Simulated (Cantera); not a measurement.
Input: 1 mol SiCl4, 95 mol N2, 28 mol H2, held at 1875 K and 22.0 Pa.

Cantera equilibrium calculation (NASA polynomials, part measured and part estimated; ideal gas, pure solids and liquids). Candidate condensed phases: NH4Cl, Si, Si3N4; 28 gas species. The tables' values for SiCl, SiN are old estimates; treat these amounts as uncertain. Equilibrium is a limit: real reactors are often held back by kinetics, nucleation or transport.

Base state: N2 0.747, H2 0.197, HCl 0.0263, H 0.0196, Si 0.00604, Cl 0.00198, SiCl2 0.00144, SiCl 0.000299 (mole fractions); condensed: gas only.

### Question
What changes in the equilibrium state with this change: SiCl4 replaced by SiHCl3?

### Answer
| species | before | after |
|---|---|---|
| N2 | 0.747 | 0.747 |
| H2 | 0.197 | 0.204 |
| HCl | 0.0263 | 0.0201 |
| Si | 0.00604 | 0.00662 |
| H | 0.0196 | 0.0200 |
| SiCl2 | 0.00144 | 0.000887 |
| Cl | 0.00198 | 0.00149 |
